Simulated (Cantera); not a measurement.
Input: 1 mol CH₃SiCl₃, 0.013 mol C₃H₈, 23 mol H₂, equilibrated at 10.0 Torr.

These are equilibrium values from Cantera (NASA tables, ideal gas, pure condensed phases), not measurements of a reactor. Candidate condensed phases: C, C₆H₆, C₇H₈, C₈H₁₈, Si, SiC; 109 gas species. The feed counts by its element totals alone. The numbers say what is thermodynamically allowed, not how fast it happens.

Problem. At 1773 K, list the 6 most abundant gas species with their mole fractions, and the condensed phases.

Solution. H₂ 0.884, HCl 0.113, H 0.00232, SiCl₂ 0.000983, Cl 0.000227, C₂H₂ (acetylene) 0.000124. Condensed: C(graphite) + SiC(s).
